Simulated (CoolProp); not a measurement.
Vapour-liquid equilibrium of CH2F2 (R32) (1) + R236FA (2) at 0.679 MPa; x and y are mole fractions of (1).

Model: multi-fluid Helmholtz-energy mixture model, Tillner-Roth 1997 and Pan 2012; pair parameters Bell 2016, in CoolProp.

| x | bubble temperature (K) | y at the bubble point | dew temperature at overall composition x (K) | liquid density (mol/L) |
|---|---|---|---|---|
| 0.05 | 323.2 | 0.159 | 327.1 | 8.572 |
| 0.2 | 308.1 | 0.513 | 321.7 | 9.777 |
| 0.35 | 296.1 | ___ | 315.7 | 11.12 |
| 0.5 | 286.9 | ___ | 308.8 | 12.64 |
| 0.65 | 279.7 | 0.908 | 300.5 | 14.45 |
| 0.8 | 274.0 | 0.956 | 290.0 | 16.67 |
| 0.95 | 269.1 | 0.990 | 274.7 | ___ |

Task: What belongs in the gaps?

Result: 
- 0.35, y at the bubble point: 0.718
- 0.5, y at the bubble point: 0.836
- 0.95, liquid density (mol/L): 19.51

No azeotrope shows between x = 0.05 and 0.95.

Pair parameters are fitted to limited data, so mixtures are less certain than the pure fluids.
